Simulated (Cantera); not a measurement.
An isothermal, constant-pressure homogeneous reactor starts with NH₃ : H₂ = 1 : 1.8 (molar parts), at 1700 K and 0.100 bar.

Model: the gas-phase N/H chemistry of the illustrative SiF4/NH3 mechanism in the Surface Chemkin manual (1991), integrated in Cantera. Walls and surfaces, which speed up NH3 decomposition in real reactors, are not modelled.

x: mole fraction; the columns are a selection and need not sum to one.

```json
[
 {"t (s)": "0.000700", "x NH₃": "0.357", "x H₂": "0.643", "x H": "___", "x N₂": "2.13e-9", "x N₂H₂": "6.67e-10"},
 {"t (s)": "0.00139", "x NH₃": "0.357", "x H₂": "0.643", "x H": "___", "x N₂": "2.29e-8", "x N₂H₂": "2.88e-9"},
 {"t (s)": "0.00275", "x NH₃": "0.357", "x H₂": "0.643", "x H": "___", "x N₂": "2.18e-7", "x N₂H₂": "1.23e-8"},
 {"t (s)": "0.00544", "x NH₃": "0.357", "x H₂": "0.643", "x H": "___", "x N₂": "1.99e-6", "x N₂H₂": "5.22e-8"},
 {"t (s)": "0.0108", "x NH₃": "0.357", "x H₂": "0.643", "x H": "___", "x N₂": "1.70e-5", "x N₂H₂": "1.97e-7"},
 {"t (s)": "0.0213", "x NH₃": "0.357", "x H₂": "0.643", "x H": "8.92e-5", "x N₂": "0.000103", "x N₂H₂": "4.14e-7"},
 {"t (s)": "0.0422", "x NH₃": "0.356", "x H₂": "0.643", "x H": "9.35e-5", "x N₂": "0.000343", "x N₂H₂": "4.59e-7"},
 {"t (s)": "0.0837", "x NH₃": "0.355", "x H₂": "0.644", "x H": "9.38e-5", "x N₂": "0.000829", "x N₂H₂": "4.58e-7"},
 {"t (s)": "0.166", "x NH₃": "0.352", "x H₂": "0.646", "x H": "9.43e-5", "x N₂": "0.00179", "x N₂H₂": "4.53e-7"},
 {"t (s)": "0.328", "x NH₃": "0.347", "x H₂": "0.649", "x H": "9.52e-5", "x N₂": "0.00365", "x N₂H₂": "4.44e-7"},
 {"t (s)": "0.650", "x NH₃": "0.337", "x H₂": "0.655", "x H": "9.71e-5", "x N₂": "0.00723", "x N₂H₂": "4.26e-7"},
 {"t (s)": "1.29", "x NH₃": "0.319", "x H₂": "0.667", "x H": "0.000101", "x N₂": "0.0139", "x N₂H₂": "3.95e-7"},
 {"t (s)": "2.55", "x NH₃": "0.287", "x H₂": "0.687", "x H": "0.000107", "x N₂": "0.0258", "x N₂H₂": "3.41e-7"},
 {"t (s)": "5.05", "x NH₃": "0.236", "x H₂": "0.719", "x H": "___", "x N₂": "0.0448", "x N₂H₂": "2.60e-7"},
 {"t (s)": "10.0", "x NH₃": "0.165", "x H₂": "0.764", "x H": "___", "x N₂": "0.0706", "x N₂H₂": "1.61e-7"}
]
```

Problem. Some entries are withheld; supply them.

Solution. 
- 0.000700, x H: 4.67e-6
- 0.00139, x H: 9.23e-6
- 0.00275, x H: 1.82e-5
- 0.00544, x H: 3.56e-5
- 0.0108, x H: 6.45e-5
- 5.05, x H: 0.000120
- 10.0, x H: 0.000142
